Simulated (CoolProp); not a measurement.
Properties of R1132(E) along the isotherm -28.15 °C (Tc = 75.7 °C, pc = 5.174 MPa, ω = 0.245).

Values from CoolProp's reference Helmholtz-energy equation of state, Akasaka 2024.

```tsv
p (MPa)	phase	density (kg/m³)	cp (kJ/(kg K))	isothermal compressibility (1/MPa)	expansivity (1/kK)
0.591	liquid	1083	1.665	0.002291	2.467
1.18	liquid	1085	1.662	0.002257	2.443
1.77	liquid	1086	1.659	0.002224	2.420
2.36	liquid	1087	1.656	0.002192	2.398
2.95	liquid	1089	1.653	0.002161	2.376
```
